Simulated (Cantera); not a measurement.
Charge: 1 mol Fe, 0.0012 mol H₂S, 39 mol H₂, held at 12.0 Pa.

Equilibrium computed with Cantera from the NASA thermochemical tables; the gas is ideal and each condensed phase is pure. Candidate condensed phases: Fe, FeS, FeS₂, S; 8 gas species. Rates play no part.

x: gas mole fraction; n: condensed amount in mol.

```json
[
 {"T (K)": "873", "x H₂": "1.000", "x H": "4.27e-9", "x Fe": "<1e-12", "x H₂S": "3.08e-5", "x SH": "…", "x S": "<1e-12", "x S₂": "1.86e-11", "n Fe(α)": "1.00", "n Fe(γ)": "0"},
 {"T (K)": "923", "x H₂": "1.000", "x H": "2.23e-8", "x Fe": "2.04e-12", "x H₂S": "3.08e-5", "x SH": "…", "x S": "<1e-12", "x S₂": "7.06e-11", "n Fe(α)": "1.00", "n Fe(γ)": "0"},
 {"T (K)": "973", "x H₂": "1.000", "x H": "9.87e-8", "x Fe": "3.17e-11", "x H₂S": "3.08e-5", "x SH": "…", "x S": "4.70e-12", "x S₂": "2.35e-10", "n Fe(α)": "1.00", "n Fe(γ)": "0"},
 {"T (K)": "1023", "x H₂": "1.000", "x H": "3.78e-7", "x Fe": "3.74e-10", "x H₂S": "3.07e-5", "x SH": "…", "x S": "2.98e-11", "x S₂": "6.94e-10", "n Fe(α)": "1.00", "n Fe(γ)": "0"},
 {"T (K)": "1073", "x H₂": "1.000", "x H": "1.28e-6", "x Fe": "3.46e-9", "x H₂S": "3.07e-5", "x SH": "…", "x S": "1.59e-10", "x S₂": "1.86e-9", "n Fe(α)": "1.00", "n Fe(γ)": "0"},
 {"T (K)": "1123", "x H₂": "1.000", "x H": "3.89e-6", "x Fe": "2.60e-8", "x H₂S": "3.06e-5", "x SH": "…", "x S": "7.33e-10", "x S₂": "4.54e-9", "n Fe(α)": "1.000", "n Fe(γ)": "0"},
 {"T (K)": "1173", "x H₂": "1.000", "x H": "1.08e-5", "x Fe": "1.64e-7", "x H₂S": "3.04e-5", "x SH": "…", "x S": "2.96e-9", "x S₂": "1.02e-8", "n Fe(α)": "1.000", "n Fe(γ)": "0"},
 {"T (K)": "1223", "x H₂": "1.000", "x H": "2.74e-5", "x Fe": "8.81e-7", "x H₂S": "3.01e-5", "x SH": "…", "x S": "1.06e-8", "x S₂": "2.13e-8", "n Fe(α)": "0", "n Fe(γ)": "1.000"},
 {"T (K)": "1273", "x H₂": "1.000", "x H": "6.51e-5", "x Fe": "4.15e-6", "x H₂S": "2.95e-5", "x SH": "…", "x S": "3.40e-8", "x S₂": "4.13e-8", "n Fe(α)": "0", "n Fe(γ)": "1.000"},
 {"T (K)": "1323", "x H₂": "1.000", "x H": "0.000145", "x Fe": "1.73e-5", "x H₂S": "2.85e-5", "x SH": "…", "x S": "9.84e-8", "x S₂": "7.37e-8", "n Fe(α)": "0", "n Fe(γ)": "0.999"},
 {"T (K)": "1373", "x H₂": "1.000", "x H": "0.000304", "x Fe": "6.50e-5", "x H₂S": "2.70e-5", "x SH": "…", "x S": "2.58e-7", "x S₂": "1.20e-7", "n Fe(α)": "0", "n Fe(γ)": "0.997"},
 {"T (K)": "1423", "x H₂": "0.999", "x H": "0.000606", "x Fe": "0.000222", "x H₂S": "2.48e-5", "x SH": "…", "x S": "6.11e-7", "x S₂": "1.78e-7", "n Fe(α)": "0", "n Fe(γ)": "0.991"}
]
```

Task: What belongs in the gaps?

Result: 
- 873, x SH: 9.56e-10
- 923, x SH: 3.26e-9
- 973, x SH: 9.79e-9
- 1023, x SH: 2.64e-8
- 1073, x SH: 6.50e-8
- 1123, x SH: 1.47e-7
- 1173, x SH: 3.11e-7
- 1223, x SH: 6.14e-7
- 1273, x SH: 1.14e-6
- 1323, x SH: 1.98e-6
- 1373, x SH: 3.24e-6
- 1423, x SH: 4.95e-6
